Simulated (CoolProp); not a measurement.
A single-stage vapour-compression cycle with R115: evaporating at 242.15 K (dew point), condensing at 294.15 K (bubble point), superheat 5 K, subcooling 2 K, compressor efficiency 0.6, no pressure losses. Each further row changes one setting.

Model: reference Helmholtz-energy equation of state, Lemmon 2016, in CoolProp.

```
case                              cooling COP  pressure ratio  discharge temperature (K)  refrigerating effect (kJ/kg)  volumetric capacity (kJ/m³)
--------------------------------  -----------  --------------  -------------------------  ----------------------------  ---------------------------
as stated                                 ___            5.63                      310.1                          75.0                          857
evaporating temperature 247.15 K         2.36            4.60                      308.4                          77.8                         1080
condensing temperature 289.15 K          2.35             ___                        ___                          80.4                          918
subcooling 7 K                            ___            5.63                      310.1                          80.4                          918
superheat 15 K                           2.09            5.63                      320.9                          81.7                          891
compressor efficiency 0.5                1.68            5.63                      319.2                          75.0                          857
```

Q: Fill in the missing entries.

A: 
- as stated, cooling COP: 2.02
- condensing temperature 289.15 K, pressure ratio: 4.91
- condensing temperature 289.15 K, discharge temperature (K): 304.9
- subcooling 7 K, cooling COP: 2.17
